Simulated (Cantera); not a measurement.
## Abatement and gas-phase synthesis: NH3 + SO2 + O2

A closed system holds: 1 mol NH3, 0.015 mol SO2, 8.9 mol O2, equilibrated at 3023.15 K.

Cantera equilibrium calculation (NASA polynomials, part measured and part estimated; ideal gas, pure solids and liquids). Candidate condensed phases: H2O, H2SO4, S; 35 gas species. The ideal-gas law is rough above about 30 bar. Rates play no part.

```json
[
 {"P (Pa)": "10", "log p O": "-4.08", "log p O2": "-6.34", "log p H": "-4.85", "log p H2O": "-10.02", "log p OH": "-7.18", "log p N2": "-5.64", "log p NO": "-6.91", "log p H2": "-8.16"},
 {"P (Pa)": "200", "log p O": "-2.83", "log p O2": "-3.83", "log p H": "-3.56", "log p H2O": "-6.17", "log p OH": "-4.63", "log p N2": "-4.34", "log p NO": "-5.00", "log p H2": "-5.57"},
 {"P (Pa)": "3900", "log p O": "-1.82", "log p O2": "-1.82", "log p H": "-2.50", "log p H2O": "-3.05", "log p OH": "-2.57", "log p N2": "-2.94", "log p NO": "-3.30", "log p H2": "-3.46"},
 {"P (Pa)": "77000", "log p O": "-1.06", "log p O2": "-0.30", "log p H": "-1.95", "log p H2O": "-1.18", "log p OH": "-1.25", "log p N2": "-1.56", "log p NO": "-1.85", "log p H2": "-2.35"},
 {"P (Pa)": "1500000", "log p O": "-0.39", "log p O2": "1.05", "log p H": "-1.56", "log p H2O": "0.25", "log p OH": "-0.20", "log p N2": "-0.25", "log p NO": "-0.52", "log p H2": "-1.59"},
 {"P (Pa)": "30000000", "log p O": "0.27", "log p O2": "2.37", "log p H": "-1.22", "log p H2O": "1.61", "log p OH": "0.81", "log p N2": "1.06", "log p NO": "0.79", "log p H2": "-0.89"}
]
```
log p: log10 of the partial pressure in bar; nothing condenses.

From 0.000100 bar to 300 bar nothing is condensed.
